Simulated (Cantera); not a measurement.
## TiCl₄ + H₂O (titanium nitride, carbide and oxide coatings)

Feed: 1 mol TiCl₄, 0.19 mol H₂O, held at 1650 °C and 1.00 bar.

Equilibrium computed with Cantera from the NASA thermochemical tables; the gas is ideal and each condensed phase is pure. Candidate condensed phases: H₂O, Ti, TiCl₂, TiCl₃, TiCl₄, TiO, TiO₂, Ti₂O₃, Ti₃O₅, Ti₄O₇; 23 gas species. The tables' values for TiCl₂ are old estimates; treat these amounts as uncertain. The numbers say what is thermodynamically allowed, not how fast it happens.

```
Item                                     Result
-----------------------------------  ----------
x(TiCl₄)                                  0.637
x(HCl)                                    0.284
x(TiCl₃)                                 0.0398
x(Cl)                                    0.0327
x(Cl₂)                                  0.00361
x(TiOCl₂)                               0.00209
x(H₂O)                                 0.000124
x(H₂)                                   3.82e-5
x(TiCl₂)                                1.89e-5
n(TiO₂(rutile))                      0.0935 mol
gas amount                            1.335 mol
log10 activity of Ti₄O₇(s) (absent)       -1.23
log10 activity of Ti₃O₅(s) (absent)       -1.32
log10 activity of Ti₂O₃(s) (absent)       -1.91
```
